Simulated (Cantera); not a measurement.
Standard-state values (1 bar) from the NASA 1993 polynomials, evaluated with Cantera. Values are per mole of reaction as written; species without (g) are pure solids or liquids, kept so even where they would boil at 1 bar.

Cl2(g) + CaF2 ⇌ CaCl2 + F2(g)

```json
[
 {"T (K)": "350", "ΔH° (kJ)": "___", "ΔS° (J/K)": "___", "ΔG° (kJ)": "___", "log10 K": "___", "condensed phases": "CaF2(s), CaCl2(s)"},
 {"T (K)": "550", "ΔH° (kJ)": "429.9", "ΔS° (J/K)": "15.4", "ΔG° (kJ)": "421.4", "log10 K": "-40.02", "condensed phases": "CaF2(s), CaCl2(s)"},
 {"T (K)": "750", "ΔH° (kJ)": "429.6", "ΔS° (J/K)": "14.9", "ΔG° (kJ)": "418.4", "log10 K": "-29.14", "condensed phases": "CaF2(s), CaCl2(s)"},
 {"T (K)": "950", "ΔH° (kJ)": "428.7", "ΔS° (J/K)": "13.8", "ΔG° (kJ)": "415.5", "log10 K": "-22.85", "condensed phases": "CaF2(s), CaCl2(s)"},
 {"T (K)": "1150", "ΔH° (kJ)": "457.8", "ΔS° (J/K)": "41.6", "ΔG° (kJ)": "409.9", "log10 K": "-18.62", "condensed phases": "CaF2(s), CaCl2(l)"},
 {"T (K)": "1350", "ΔH° (kJ)": "458.6", "ΔS° (J/K)": "42.3", "ΔG° (kJ)": "401.5", "log10 K": "-15.54", "condensed phases": "CaF2(s), CaCl2(l)"},
 {"T (K)": "1550", "ΔH° (kJ)": "451.3", "ΔS° (J/K)": "37.2", "ΔG° (kJ)": "393.6", "log10 K": "-13.26", "condensed phases": "CaF2(s), CaCl2(l)"},
 {"T (K)": "1750", "ΔH° (kJ)": "___", "ΔS° (J/K)": "___", "ΔG° (kJ)": "___", "log10 K": "___", "condensed phases": "CaF2(l), CaCl2(l)"},
 {"T (K)": "1950", "ΔH° (kJ)": "419.4", "ΔS° (J/K)": "18.3", "ΔG° (kJ)": "383.8", "log10 K": "-10.28", "condensed phases": "CaF2(l), CaCl2(l)"},
 {"T (K)": "2150", "ΔH° (kJ)": "420.0", "ΔS° (J/K)": "18.5", "ΔG° (kJ)": "380.1", "log10 K": "-9.23", "condensed phases": "CaF2(l), CaCl2(l)"}
]
```

### Question
Some entries are withheld; supply them.

### Answer

- 350, ΔH° (kJ): 430.1
- 350, ΔS° (J/K): 15.9
- 350, ΔG° (kJ): 424.6
- 350, log10 K: -63.36
- 1750, ΔH° (kJ): 418.7
- 1750, ΔS° (J/K): 17.9
- 1750, ΔG° (kJ): 387.4
- 1750, log10 K: -11.56
